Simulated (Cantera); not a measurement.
A perfectly stirred reactor is fed with NH₃ : H₂ = 1 : 15 (molar parts), at 0.120 bar; it is held at 2248 K, and followed from long to short residence time.

Model: the gas-phase N/H chemistry of the illustrative SiF4/NH3 mechanism in the Surface Chemkin manual (1991), integrated in Cantera. Walls and surfaces, which speed up NH3 decomposition in real reactors, are not modelled.

Q: What does this change do: pressure from 0.120 bar to 0.0120 bar?

A: 
```csv
quantity,before,after
x(NH₃) at τ = 2.60 s,0.000237,0.00104
x(H₂) at τ = 2.60 s,0.951,0.954
x(N) at τ = 2.60 s,8.04e-6,2.07e-5
x(NH₂) at τ = 2.60 s,1.53e-5,5.62e-5
x(N₂H₂) at τ = 2.60 s,2.47e-9,2.98e-8
x(NH₃) at τ = 30.0 ms,0.0309,0.0580
x(H₂) at τ = 30.0 ms,0.951,0.937
x(N) at τ = 30.0 ms,5.70e-6,3.91e-6
x(NH₂) at τ = 30.0 ms,0.000355,0.000478
x(N₂H₂) at τ = 30.0 ms,3.91e-7,5.53e-7
```

Q: What does this change do: temperature 2248 to 1750 K?

A: 
| quantity | before | after |
|---|---|---|
| x(NH₃) at τ = 2.60 s | 0.000237 | 0.0490 |
| x(H₂) at τ = 2.60 s | 0.951 | 0.944 |
| x(N) at τ = 2.60 s | 8.04e-6 | 6.92e-8 |
| x(NH₂) at τ = 2.60 s | 1.53e-5 | 4.39e-5 |
| x(N₂H₂) at τ = 2.60 s | 2.47e-9 | 4.00e-8 |
| x(NH₃) at τ = 30.0 ms | 0.0309 | 0.0624 |
| x(H₂) at τ = 30.0 ms | 0.951 | 0.937 |
| x(N) at τ = 30.0 ms | 5.70e-6 | 1.09e-8 |
| x(NH₂) at τ = 30.0 ms | 0.000355 | 2.78e-5 |
| x(N₂H₂) at τ = 30.0 ms | 3.91e-7 | 1.22e-8 |
